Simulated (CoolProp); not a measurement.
A simple Rankine cycle with isohexane: condensing at 305.15 K, boiler at 2.21 MPa, turbine inlet 516.2 K, turbine efficiency 0.6, pump efficiency 0.8, no recuperator. Each further row changes one setting.

Computed with CoolProp (reference Helmholtz-energy equation of state, Lemmon 2006). It is a short technical equation, of lower accuracy than the large ones.

```csv
case,thermal efficiency (%),net work (kJ/kg),heat in (kJ/kg),turbine exit temperature (K),volume ratio over the turbine
as stated,13.1,97.8,749,455.6,71.2
turbine inlet 536.2 K,12.9,104,808,477.7,67.7
condensing temperature 297.15 K,13.8,106,767,452.2,97.8
boiler pressure 1.55 MPa,12.2,94.0,768,465.4,45.1
turbine efficiency 0.5,10.8,80.8,749,462.7,72.3
```
